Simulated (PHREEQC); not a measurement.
**Copper plating or etch bath (model solution)**

Consider water at 25 °C with 0.26 mol/kgw Cu(NO3)2 and 0.02 mol/kgw FeCl3. Closed to the air; pH follows from the charge balance.

Computed with PHREEQC (ion-association model, phreeqc.dat).

This is a speciation only: nothing precipitates in the calculation.

### Question
Predict the pH.

### Answer
pH 2.27.

### Question
In which forms is Cu present?

### Answer
Cu+2 97 %, CuCl+ 2.8 % of the Cu.

Saturation is exceeded, for instance for Hematite (slow to form), Goethite (slow to form); the values hold only as long as no solid forms. Ionic strength above about 0.7 mol/kgw puts this run outside the model's range.
